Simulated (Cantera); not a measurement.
A closed system holds: 1 mol Al2O3, 0.068 mol H2O, 1 mol H2, at 800 K and 5400 Torr.

Cantera equilibrium calculation (NASA polynomials, part measured and part estimated; ideal gas, pure solids and liquids). Candidate condensed phases: Al, Al2O3, H2O; 19 gas species. Rates play no part.

Task: What is the equilibrium state?

Result: 
```json
{
 "x(H2)": "0.936",
 "x(H2O)": "0.0637",
 "n(Al2O3(s))": "1.00 mol",
 "gas_amount": "1.068 mol",
 "log10 activity of Al(s) (absent)": "-24.84"
}
```
